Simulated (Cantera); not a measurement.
Equilibrium for boron, boron nitride and boron oxide: BCl₃ + O₂ + H₂

A closed system holds: 1 mol BCl₃, 0.54 mol O₂, 0.4 mol H₂, held at 1250 K.

Equilibrium computed with Cantera from the NASA thermochemical tables; the gas is ideal and each condensed phase is pure. Candidate condensed phases: B, B₂O₃, B₃O₃H₃, H₂O; 33 gas species. The tables' values for BOCl are old estimates; treat these amounts as uncertain. Equilibrium is a limit: real reactors are often held back by kinetics, nucleation or transport.

```
P (Pa)  log p HCl  log p Cl₂  log p Cl  log p BCl₃  log p B₃O₃Cl₃  log p BOCl  n B₂O₃(l)
------  ---------  ---------  --------  ----------  -------------  ----------  ---------
10          -4.42      -4.79     -4.50       -5.01          -5.55       -5.74      0.286
28          -3.95      -4.19     -4.20       -4.53          -5.06       -5.58      0.291
77          -3.49      -3.66     -3.94       -4.06          -4.60       -5.42      0.294
220         -3.02      -3.15     -3.68       -3.59          -4.13       -5.26      0.295
600         -2.58      -2.68     -3.45       -3.15          -3.68       -5.12      0.296
1700        -2.12      -2.21     -3.21       -2.69          -3.22       -4.96      0.296
4600        -1.68      -1.77     -2.99       -2.25          -2.79       -4.82      0.297
13000       -1.23      -1.31     -2.76       -1.80          -2.33       -4.67      0.297
36000       -0.79      -0.86     -2.54       -1.36          -1.89       -4.52      0.297
100000      -0.34      -0.42     -2.32       -0.91          -1.45       -4.37      0.297
```
log p: log10 of the partial pressure in bar; n: condensed amount in mol.

From 0.000100 bar to 1.00 bar the condensed part is B₂O₃(l). The main B-bearing gas is BCl₃ throughout.
